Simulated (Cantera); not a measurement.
A Cantera script and its output.

```python
import numpy as np
import cantera as ct

gas = ct.Solution("gri30.yaml")
gas.TPX = 925, 1200, {'H2': 0.39, 'O2': 1}
reactor = ct.IdealGasConstPressureReactor(gas, energy="off", clone=False)
net = ct.ReactorNet([reactor])
net.rtol, net.atol = 1e-08, 1e-18
show = ['H2', 'O2', 'H', 'H2O2', 'H2O', 'HO2', 'OH']
times = np.geomspace(0.0001, 30, 9)

steps = ct.SolutionArray(gas, extra=["t"])
rows = []
print(f"{'t/s':>10s}{'T/K':>9s}{'P/Pa':>11s}" + "".join(f"{s:>11s}" for s in show))
for t in times:
    while net.time < t:
        t_next = net.step()
        steps.append(gas.state, t=t_next)
    rows.append([np.interp(t, steps.t, y) for y in (steps.T, steps.P, *steps(*show).X.T)])
    print(f"{t:10.3e}{rows[-1][0]:9.1f}{rows[-1][1]:11.4g}" + "".join(f"{x:11.3e}" for x in rows[-1][2:]))
rate = np.gradient(steps.T, steps.t)
print("integrator steps:", len(steps.t))
if steps.T.max() > steps.T[0] + 200:
    print(f"time of steepest temperature rise: {steps.t[rate.argmax()]:.4e} s")
gas.TPX = 925, 1200, {'H2': 0.39, 'O2': 1}
gas.equilibrate("TP")
print(f"equilibrium (TP): T = {gas.T:.1f} K  " + "  ".join(f"{s} {gas[s].X[0]:.3e}" for s in show))
```

Result:

```
       t/s      T/K       P/Pa         H2         O2          H       H2O2        H2O        HO2         OH
 1.000e-04    925.0       1200  2.806e-01  7.194e-01  1.881e-11  9.251e-16  1.987e-12  1.923e-11  1.137e-12
 4.838e-04    925.0       1200  2.806e-01  7.194e-01  1.570e-10  2.196e-14  1.112e-10  9.537e-11  1.456e-11
 2.340e-03    925.0       1200  2.806e-01  7.194e-01  7.934e-08  1.172e-12  1.065e-07  2.728e-09  7.882e-09
 1.132e-02    925.0       1200  1.540e-02  6.497e-01  4.588e-02  5.605e-07  2.694e-01  2.156e-05  4.078e-03
 5.477e-02    925.0       1200  4.131e-04  6.734e-01  3.606e-05  4.689e-07  3.257e-01  7.524e-06  2.367e-04
 2.650e-01    925.0       1200  2.269e-05  6.736e-01  4.244e-07  1.456e-07  3.263e-01  8.367e-07  5.418e-05
 1.282e+00    925.0       1200  7.503e-07  6.736e-01  8.343e-09  3.664e-08  3.263e-01  6.939e-08  1.550e-05
 6.201e+00    925.0       1200  3.406e-08  6.736e-01  3.426e-10  9.530e-09  3.264e-01  8.815e-09  5.421e-06
 3.000e+01    925.0       1200  4.567e-09  6.736e-01  2.322e-11  2.575e-09  3.264e-01  1.589e-09  2.208e-06
integrator steps: 1755
equilibrium (TP): T = 925.0 K  H2 2.855e-11  O2 6.736e-01  H 1.278e-14  H2O2 2.930e-11  H2O 3.264e-01  HO2 3.649e-10  OH 1.728e-07
```

Cantera simulation using GRI-Mech 3.0 (53 species, 325 reactions); the numbers are that mechanism's predictions, not measurements. Radical loss at walls, strong at low pressure, is not modelled. Below about 950 K walls govern HO2 and H2O2 in real vessels. The temperature is held fixed by assumption; the heat of reaction is taken as removed at once.
